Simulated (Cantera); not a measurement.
A closed system holds: 1 mol Al(CH₃)₃, 5.2 mol N₂, at 133 Pa.

Method: chemical equilibrium by Gibbs-energy minimisation in Cantera with the NASA 1993 tables (ideal gas, pure condensed phases). Candidate condensed phases: Al, AlN, C, C₆H₆, C₇H₈, C₈H₁₈; 97 gas species. The feed counts by its element totals alone. The numbers say what is thermodynamically allowed, not how fast it happens. All values below are at 2025 K.

Base state: N₂ 0.474, H₂ 0.393, Al 0.0914, H 0.0330, HCN 0.00702, AlH 0.000554, HNC 0.000417, C₂H₂ (acetylene) 0.000356 (mole fractions); condensed: C(graphite).

Question: What changes in the equilibrium state with this change: pressure from 133 Pa to 21.0 Pa?

Answer: 
```csv
species,before,after
N₂,0.474,0.463
H₂,0.393,0.360
Al,0.0914,0.0895
H,0.0330,0.0797
AlH,0.000554,0.000206
CN,1.47e-5,3.66e-5
C₂H₂ (acetylene),0.000356,0.000326
HCN,0.00702,0.00664
HNC,0.000417,0.000394
"C(graphite), mol",2.91,2.91
```
